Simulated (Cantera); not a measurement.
Cantera run:

```python
import numpy as np
import cantera as ct

gas_names = [...]  # 77 gases of nasa_gas.yaml made of C, H, Ta
cond_names = """
    C(gr) C6H6(L) C7H8(L) C8H18(L),n-octa Ta(cr) Ta(L) TaC(s) TaC(L)
""".split()


# ... load() reads the species with a 1 bar reference pressure and builds the phases ...
atoms = {
    'Ta': {'Ta': 1},
    'CH4': {'C': 1, 'H': 4},
    'H2': {'H': 2},
}
top_T = {'C(gr)': 4500}  # K; cautious upper limits of use, not melting points


# ... equilibrate(T, P, feed) seeds the gas with the atoms and calls Mixture.equilibrate('TP', solver="vcs", rtol=1e-11, max_steps=5000) ...
results = []
feed = {'Ta': 1, 'CH4': 0.53, 'H2': 200}  # mol
T = 2173.15  # K
P = 13332.2  # Pa
mix = equilibrate(T, P, feed)
results.append((T, P, feed, dict(zip(mix.species_names, mix.species_moles))))
x = sorted(zip(gas.X, gas.species_names), reverse=True)
print(f"T = {T:g} K  P = {P:g} Pa  gas = {mix.phase_moles(0):.4g} mol")
print("   x: " + "  ".join(f"{s} {v:.3e}" for v, s in x if v > 0.001))
print("   condensed (mol): " + ("  ".join(f"{mix.phase(i).name} {mix.phase_moles(i):.4g}"
      for i in range(1, mix.n_phases) if mix.phase_moles(i) > 1e-12) or "none"))
```

Result:

```
T = 2173.15 K  P = 13332.2 Pa  gas = 202.4 mol
   x: H2 9.869e-01  H 1.314e-02
   condensed (mol): Ta(cr) 0.47  TaC(s) 0.53
```

Cantera equilibrium calculation (NASA polynomials, part measured and part estimated; ideal gas, pure solids and liquids). Mutual solubility and eutectic melting of coexisting phases are not modelled. TaC: taken at fixed stoichiometry. Condensed phases not in the tables: Ta2C, N, O or C dissolved in the metal.
